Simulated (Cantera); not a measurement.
Feed: 1 mol Si₃H₈, 0.73 mol Cl₂, 25 mol N₂, held at 1152 °C and 2500 Pa.

Cantera equilibrium calculation (NASA polynomials, part measured and part estimated; ideal gas, pure solids and liquids). Candidate condensed phases: NH₄Cl, Si, Si₃N₄; 28 gas species. The feed counts by its element totals alone. N₂ is the only nitrogen source here; it is nearly inert below about 1500 K, so the nitride shown seldom forms there in practice. The tables' values for SiCl₃ are old estimates; treat these amounts as uncertain. Kinetics and transport are ignored.

Base state: N₂ 0.830, H₂ 0.118, HCl 0.0516, SiCl₂ 0.000418, SiCl₃ 4.10e-5, SiCl₄ 1.59e-5, H 1.48e-5 (mole fractions); condensed: Si₃N₄(s).

**Question.** What changes in the equilibrium state with this change: Cl₂ from 0.73 to 0.026 mol?

**Answer.** 
```json
[
 {"species": "N₂", "before": "0.830", "after": "0.851"},
 {"species": "H₂", "before": "0.118", "after": "0.147"},
 {"species": "HCl", "before": "0.0516", "after": "0.00192"},
 {"species": "SiCl₂", "before": "0.000418", "after": "4.59e-7"},
 {"species": "SiCl₃", "before": "4.10e-5", "after": "1.51e-9"},
 {"species": "SiCl₄", "before": "1.59e-5", "after": "<1e-9"},
 {"species": "H", "before": "1.48e-5", "after": "1.65e-5"},
 {"species": "Si₃N₄(s), mol", "before": "0.996", "after": "1.000"}
]
```
